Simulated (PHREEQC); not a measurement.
# Arsenic or selenium liquor: an equilibrium model

Consider water at 25 °C with 57 mmol/kgw Na2SeO3, 0.11 mmol/kgw NH3 and 0.95 mmol/kgw NaCl. Closed to the air; pH follows from the charge balance.

Computed with PHREEQC (ion-association model, wateq4f.dat).

Each row changes one thing in this solution. This is a speciation only: nothing precipitates in the calculation.

```csv
case,pH,ionic strength (mol/kgw),NH3 (mol/kgw),NH4+ (mol/kgw)
as made,10.38,0.172,0.000100,9.79e-6
0.036 mol/kgw NaHCO3 added,9.03,0.201,3.44e-5,7.56e-5
Na2SeO3 left out,9.55,0.000987,7.29e-5,(withheld)
0.015 mol/kgw CaSO4 added,10.35,(withheld),9.91e-5,1.04e-5
NaCl replaced by Na2HAsO4 at the same molality,(withheld),0.174,9.81e-5,(withheld)
```

Q: What belongs in the gaps?

A: 
- Na2SeO3 left out, NH4+ (mol/kgw): 3.71e-5
- 0.015 mol/kgw CaSO4 added, ionic strength (mol/kgw): 0.219
- NaCl replaced by Na2HAsO4 at the same molality, pH: 10.28
- NaCl replaced by Na2HAsO4 at the same molality, NH4+ (mol/kgw): 1.19e-5

Some of these states are supersaturated (in CaSeO3, for instance).
